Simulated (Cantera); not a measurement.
A perfectly stirred reactor is fed with H2 : O2 = 0.12 : 1 (molar parts), equivalence ratio 0.060, at 1330 Pa; it is held at 1348 K, and followed from long to short residence time.

Computed with Cantera and GRI-Mech 3.0 (53 species, 325 reactions). Radical loss at walls, strong at low pressure, is not modelled. The temperature is held fixed by assumption; the heat of reaction is taken as removed at once.

Task: Predict: x(H2) at τ = 18.0 s; x(O2) at τ = 18.0 s; x(HO2) at τ = 18.0 s; x(H2O2) at τ = 18.0 s; x(H) at τ = 18.0 s; x(H2) at τ = 52.0 ms; x(O2) at τ = 52.0 ms; x(HO2) at τ = 52.0 ms; x(H2O2) at τ = 52.0 ms; x(H) at τ = 52.0 ms.

Result: 
* **x(H2) at τ = 18.0 s**: 5.75e-5
* **x(O2) at τ = 18.0 s**: 0.886
* **x(HO2) at τ = 18.0 s**: 5.43e-7
* **x(H2O2) at τ = 18.0 s**: 3.16e-8
* **x(H) at τ = 18.0 s**: 3.05e-5
* **x(H2) at τ = 52.0 ms**: 0.00200
* **x(O2) at τ = 52.0 ms**: 0.855
* **x(HO2) at τ = 52.0 ms**: 3.70e-6
* **x(H2O2) at τ = 52.0 ms**: 1.33e-7
* **x(H) at τ = 52.0 ms**: 0.00699
